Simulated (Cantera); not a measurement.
Input: 1 mol PbO, 20 mol H2, 18 mol N2.

Cantera equilibrium calculation (NASA polynomials, part measured and part estimated; ideal gas, pure solids and liquids). Candidate condensed phases: H2O, Pb, PbO, PbO2, Pb3O4; 27 gas species. The numbers say what is thermodynamically allowed, not how fast it happens.

Stable condensed phases, one row left out:

```
T in °C \ P in Pa
              10      32     100     320    1000    3200   10000   32000  100000  320000 1000000
   1200        A       A       A       A       A       A       A       A       B       B       B
   1150        A       A       A       A       A       A       A       A       B       B       B
   1100        A       A       A       A       A       A       A       B       B       B       B
   1050        A       A       A       A       A       A       A       B       B       B       B
    950        A       A       A       A       A       A       B       B       B       B       B
    900        A       A       A       A       A       B       B       B       B       B       B
    850        A       A       A       A       B       B       B       B       B       B       B
    800        A       A       A       B       B       B       B       B       B       B       B
    750        A       A       A       B       B       B       B       B       B       B       B
```

A: gas only; B: Pb.

Q: Give the row for 1000 °C.

A: 10: gas only; 32: gas only; 100: gas only; 320: gas only; 1000: gas only; 3200: gas only; 10000: Pb; 32000: Pb; 100000: Pb; 320000: Pb; 1000000: Pb.
